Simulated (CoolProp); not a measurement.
CH2F2 (R32) at several states: density (kg/m³) from the reference equation and from simpler models built on Tc = 78.1 °C, pc = 5.783 MPa, ω = 0.277; each cubic takes its own stable root.

Computed with CoolProp (reference Helmholtz-energy equation of state, Tillner-Roth 1997).

```csv
T (°C),p (MPa),phase,reference
-111.05,0.465,liquid,1367
22.15,7.78,liquid,1005
-98.55,0.207,liquid,1336
```

Q: How far does each simpler model (Redlich-Kwong, Soave-Redlich-Kwong, Peng-Robinson) lie from the reference over these 3 states: mean and median of the absolute difference, and the worst?

A: 
- Redlich-Kwong: mean 25.1 %, median 24.9 %, worst -25.7 % at 22.15 °C and 7.78 MPa
- Soave-Redlich-Kwong: mean 23.0 %, median 23.1 %, worst -23.5 % at -111.05 °C and 0.465 MPa
- Peng-Robinson: mean 13.3 %, median 13.5 %, worst -14.0 % at -111.05 °C and 0.465 MPa
